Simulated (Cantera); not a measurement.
A closed system holds: 1 mol Cr, 0.77 mol N₂, 12 mol NH₃, held at 1575 K and 10.0 mbar.

Method: chemical equilibrium by Gibbs-energy minimisation in Cantera with the NASA 1993 tables (ideal gas, pure condensed phases). Candidate condensed phases: Cr, CrN, Cr₂N; 11 gas species. Equilibrium is a limit: real reactors are often held back by kinetics, nucleation or transport.

### Question
What is the equilibrium state?

### Answer
- x(H₂) = 0.726
- x(N₂) = 0.273
- x(H) = 0.000354
- x(Cr) = 0.000244
- n(Cr(s)) = 0.994 mol
- gas amount = 24.78 mol
- log10 activity of Cr₂N(s) (absent) = -0.82
